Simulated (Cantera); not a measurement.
Feed: 1 mol SiCl4, 15 mol NH3, 1.9 mol N2, equilibrated at 100 Torr.

These are equilibrium values from Cantera (NASA tables, ideal gas, pure condensed phases), not measurements of a reactor. Candidate condensed phases: NH4Cl, Si, Si3N4; 28 gas species. Kinetics and transport are ignored. All values below are at 1048 K.

Base state: H2 0.617, N2 0.263, HCl 0.120, SiCl4 0.000168, NH3 1.42e-5 (mole fractions); condensed: Si3N4(s).

Task: What changes in the equilibrium state with this change: NH3 from 15 to 0.16 mol?

Result: 
| species | before | after |
|---|---|---|
| N2 | 0.263 | 0.588 |
| SiCl4 | 0.000168 | 0.276 |
| HCl | 0.120 | 0.123 |
| H2 | 0.617 | 0.0122 |
| NH3 | 1.42e-5 | 5.95e-8 |
| SiCl3 | 9.68e-7 | 0.000219 |
| SiHCl3 | 8.86e-6 | 0.000282 |
| Si3N4(s), mol | 0.331 | 0.0331 |
The tables' values for SiCl3 are old estimates; treat these amounts as uncertain.
